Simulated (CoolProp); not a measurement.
Vapour-liquid equilibrium of n-hexane (1) + ethanol (2) at 348.6 K; x and y are mole fractions of (1).

The numbers come from the multi-fluid Helmholtz-energy mixture model, Thol 2019 and Schroeder 2014; pair parameters Bell 2016 in CoolProp.

```
x     bubble pressure (bar)  y at the bubble point  dew pressure at overall composition x (bar)  liquid density (mol/L)
----  ---------------------  ---------------------  -------------------------------------------  ----------------------
0.05                  1.123                  0.231                                       0.9408                   15.16
0.15                  1.457                  0.453                                        1.034                   13.60
0.25                  1.643                  0.547                                        1.146                   12.29
0.35                  1.723                  0.588                                        1.283                   11.17
0.45                  1.748                  0.603                                        1.451                   10.22
0.55                  1.752                  0.608                                        1.650                   9.412
0.65                  1.752                  0.612                                        1.715                   8.724
0.75                  1.742                  0.627                                        1.569                   8.140
0.85                  1.682                  0.674                                        1.427                   7.645
0.95                  1.472                  0.817                                        1.302                   7.225
```

y crosses x between x = 0.55 and 0.65: the model has an azeotrope there.

Pair parameters are fitted to limited data, so mixtures are less certain than the pure fluids. With so large a gap from Raoult's law the liquid may split in two, which this calculation doesn't test in full.
